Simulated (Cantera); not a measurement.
**Si2Cl6 + NH3 + N2 (silicon nitride deposition)**

Feed: 1 mol Si2Cl6, a varied amount of NH3, 12 mol N2, equilibrated at 1423 K and 100000 Pa.

Equilibrium computed with Cantera from the NASA thermochemical tables; the gas is ideal and each condensed phase is pure. Candidate condensed phases: NH4Cl, Si, Si3N4; 28 gas species. The feed counts by its element totals alone. The tables' values for SiCl3 are old estimates; treat these amounts as uncertain. Rates play no part.

| n(NH3) (mol) | x N2 | x H2 | x HCl | x SiCl4 | n Si3N4(s) |
|---|---|---|---|---|---|
| 0.35 | 0.837 | 0.00473 | 0.0651 | 0.0858 | 0.232 |
| 0.56 | 0.813 | 0.0107 | 0.0943 | 0.0754 | 0.270 |
| 0.91 | 0.777 | 0.0235 | 0.132 | 0.0613 | 0.324 |
| 1.5 | 0.727 | 0.0494 | 0.174 | 0.0440 | 0.396 |
| 2.3 | 0.675 | 0.0875 | 0.205 | 0.0286 | 0.468 |
| 3.7 | 0.608 | 0.153 | 0.223 | 0.0139 | 0.550 |
| 6 | 0.537 | 0.245 | 0.211 | 0.00474 | 0.614 |
| 9.6 | 0.472 | 0.350 | 0.176 | 0.00123 | 0.646 |
| 15 | 0.416 | 0.447 | 0.136 | 0.000288 | 0.659 |
| 25 | 0.364 | 0.542 | 0.0938 | 4.92e-5 | 0.664 |
x: gas mole fraction; n: condensed amount in mol.

From 0.35 mol NH3 to 25 mol NH3 the condensed part is Si3N4(s). The main Si-bearing gas is SiCl4 throughout. The share of Si in condensed phases is highest at 25 mol NH3 (99.6 %) and lowest at 0.35 mol NH3 (34.9 %).
